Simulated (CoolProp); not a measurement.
n-nonane at several states: density (kg/m³) from the reference equation and from simpler models built on Tc = 321.4 °C, pc = 22.82 bar, ω = 0.443; each cubic takes its own stable root.

The numbers come from the reference Helmholtz-energy equation of state, Lemmon 2006 in CoolProp. It is a short technical equation, of lower accuracy than the large ones.

```csv
T (°C),p (bar),phase,reference,van der Waals,Redlich-Kwong,Soave-Redlich-Kwong,Peng-Robinson
286.75,50.6,liquid,479.8,300.7,388.2,400.7,449.5
39.45,20.3,liquid,704.4,387.7,570.7,594.7,668.2
191.25,0.238,gas,0.7979,0.7950,0.7962,0.7971,0.7975
64.15,2.45,liquid,683.1,373.2,551.3,579.5,652.3
47.45,0.198,liquid,696.2,0.9630,561.8,588.4,661.8
```

At some of these states van der Waals gives the other phase, because its saturation line lies elsewhere.
